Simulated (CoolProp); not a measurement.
Values from CoolProp's reference Helmholtz-energy equation of state, Wagner 2002.

Q: Give the vapour pressure (kPa), vapour density (kg/m³), surface tension (mN/m), liquid viscosity (µPa s) of saturated water at 203.65, 312.55, 339.75 °C.

A: 
```csv
T (°C),p (kPa),vapour density (kg/m³),surface tension (mN/m),liquid viscosity (µPa s)
203.65,1680,8.46,36.7,132
312.55,10200,56.9,11.4,81.1
339.75,14600,92.3,5.64,70.4
```

Viscosity comes from a separate model (Huber 2009). Surface tension comes from a separate correlation (Mulero 2012).
